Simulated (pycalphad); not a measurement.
**Effect of Si content in Al-Si-Fe**

All values are pycalphad results on the COST 507 light-alloy database (1999) (1 atm), not direct measurements. The data set is of 1999 and partly superseded. Amounts are mole fractions of atoms.

```
alloy                      liquidus (°C)   first solid  solidus (°C)                                phases at 457 °C
-------------------------  -------------  ------------  ------------  ----------------------------------------------
Al-1.217Si-1.743Fe (wt.%)            647        FCC_A1           621                   FCC_A1 0.94, ALFESI_BETA 0.06
Al-2.432Si-1.742Fe (wt.%)              …        FCC_A1           576                                               …
Al-4.859Si-1.74Fe (wt.%)             626  ALFESI_ALPHA           576  FCC_A1 0.91, ALFESI_BETA 0.06, DIAMOND_A4 0.03
Al-14.52Si-1.733Fe (wt.%)            633   ALFESI_BETA           576  FCC_A1 0.81, DIAMOND_A4 0.13, ALFESI_BETA 0.06
```

**Question.** What belongs in the gaps?

**Answer.** 
- Al-2.432Si-1.742Fe (wt.%), liquidus (°C): 640
- Al-2.432Si-1.742Fe (wt.%), phases at 457 °C: FCC_A1 0.93, ALFESI_BETA 0.06, DIAMOND_A4 0.01

Database names, with the compositions (at.%) that they take in these runs: ALFESI_BETA: Al 70 Si 15 Fe 15; ALFESI_ALPHA: Al 73 Fe 19 Si 8. FCC_A1 is fcc; DIAMOND_A4 is diamond (Si).
